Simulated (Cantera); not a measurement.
Charge: 1 mol CH₃SiH₃, 0.27 mol C₂H₄, 4.9 mol H₂, held at 977 °C and 1.50 mbar.

Equilibrium computed with Cantera from the NASA thermochemical tables; the gas is ideal and each condensed phase is pure. Candidate condensed phases: C, C₆H₆, C₇H₈, C₈H₁₈, Si, SiC; 87 gas species. The feed counts by its element totals alone. Kinetics and transport are ignored.

Base state: H₂ 1.000, CH₄ 1.65e-5, H 1.25e-5 (mole fractions); condensed: C(graphite) + SiC(s).

Task: What changes in the equilibrium state with this change: 1.4 mol CO₂ added?

Result: 
```tsv
species	before	after
H₂	1.000	0.878
CO	0	0.122
SiO	0	6.76e-5
CH₄	1.65e-5	1.27e-5
H	1.25e-5	1.17e-5
C(graphite), mol	0.540	1.58
SiC(s), mol	1.00	0.185
SiO₂(β-quartz), mol	0	0.814
```
Mutual solubility and eutectic melting of coexisting phases are not modelled. The tables hold silica as quartz up to 1696 K and as liquid above; real silica turns to tridymite and cristobalite and melts near 1996 K. Further candidate phases: H₂O, SiO₂.

Task: What changes in the equilibrium state with this change: temperature from 977 °C to 2252 °C?

Result: 
```tsv
species	before	after
H	1.25e-5	0.478
H₂	1.000	0.436
Si	<1e-9	0.0617
SiC₂	<1e-9	0.0172
Si₂C	<1e-9	0.000601
C₃	<1e-9	0.000487
C₂H	<1e-9	0.000434
SiH	<1e-9	0.000402
C	<1e-9	0.000156
C(graphite), mol	0.540	0.942
SiC(s), mol	1.00	0
```
